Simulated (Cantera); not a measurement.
## Reactions in the system H-N-O-Zr

Cantera with NASA thermochemical tables; ideal gases at 1 bar, condensed phases pure. Values are per mole of reaction as written; species without (g) are pure solids or liquids, kept so even where they would boil at 1 bar. ZrN: taken at fixed stoichiometry.

3 ZrO2 + 2 NH3(g) = Zr + 2 ZrN + 6 OH(g)

```json
[
 {"T (K)": "300", "ΔH° (kJ)": "2889.9", "ΔS° (J/K)": "682.7", "ΔG° (kJ)": "2685.1", "log10 K": "-467.51", "condensed phases": "ZrO2(monoclinic), Zr(α), ZrN(s)"},
 {"T (K)": "2425", "ΔH° (kJ)": "2882.3", "ΔS° (J/K)": "681.1", "ΔG° (kJ)": "1230.6", "log10 K": "-26.51", "condensed phases": "ZrO2(tetragonal), Zr(l), ZrN(s)"},
 {"T (K)": "2475", "ΔH° (kJ)": "2882.8", "ΔS° (J/K)": "681.3", "ΔG° (kJ)": "1196.5", "log10 K": "-25.25", "condensed phases": "ZrO2(tetragonal), Zr(l), ZrN(s)"},
 {"T (K)": "2525", "ΔH° (kJ)": "2883.3", "ΔS° (J/K)": "681.5", "ΔG° (kJ)": "1162.5", "log10 K": "-24.05", "condensed phases": "ZrO2(tetragonal), Zr(l), ZrN(s)"},
 {"T (K)": "2575", "ΔH° (kJ)": "2883.8", "ΔS° (J/K)": "681.7", "ΔG° (kJ)": "1128.4", "log10 K": "-22.89", "condensed phases": "ZrO2(tetragonal), Zr(l), ZrN(s)"},
 {"T (K)": "2625", "ΔH° (kJ)": "2884.4", "ΔS° (J/K)": "681.9", "ΔG° (kJ)": "1094.3", "log10 K": "-21.78", "condensed phases": "ZrO2(s), Zr(l), ZrN(s)"},
 {"T (K)": "2675", "ΔH° (kJ)": "2885.0", "ΔS° (J/K)": "682.2", "ΔG° (kJ)": "1060.2", "log10 K": "-20.70", "condensed phases": "ZrO2(s), Zr(l), ZrN(s)"}
]
```
